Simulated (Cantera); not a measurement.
# Low-pressure radical oxidation in H2/O2

An isothermal, constant-pressure homogeneous reactor starts with 4.03 % H₂, 96.0 % O₂, at 1025 K and 4.05 Torr.

Cantera simulation using GRI-Mech 3.0 (53 species, 325 reactions); the numbers are that mechanism's predictions, not measurements. Radical loss at walls, strong at low pressure, is not modelled. The temperature is held fixed by assumption; the heat of reaction is taken as removed at once.

```
t (s)         x H₂   x O₂       x H      x OH    x H₂O₂
--------  --------  -----  --------  --------  --------
2.00e-5     0.0403  0.960  5.72e-12    <1e-12    <1e-12
8.66e-5     0.0403  0.960  2.24e-11  3.33e-12    <1e-12
0.000375    0.0403  0.960  7.90e-11  4.05e-11    <1e-12
0.00162     0.0403  0.960  5.54e-10  5.12e-10    <1e-12
0.00702     0.0403  0.960   4.01e-7   4.00e-7  2.59e-12
0.0304    0.000761  0.933   0.00766   0.00162   3.23e-8
0.132     0.000291  0.947   0.00237   0.00101   2.86e-8
0.570      4.28e-5  0.957  0.000131  0.000385   2.83e-8
2.47       2.73e-6  0.959   2.22e-6   9.89e-5   1.58e-8
10.7       2.04e-7  0.959   4.81e-8   2.76e-5   4.97e-9
46.2       2.37e-8  0.959   1.99e-9   9.57e-6   1.25e-9
200        3.84e-9  0.959  1.33e-10   3.88e-6  2.96e-10
```
x: mole fraction; the columns are a selection and need not sum to one.

Equilibrium at this temperature and pressure: H₂ 1.04e-10, O₂ 0.959, H <1e-12, OH 6.43e-7, H₂O₂ 1.14e-11 (gas phase only).
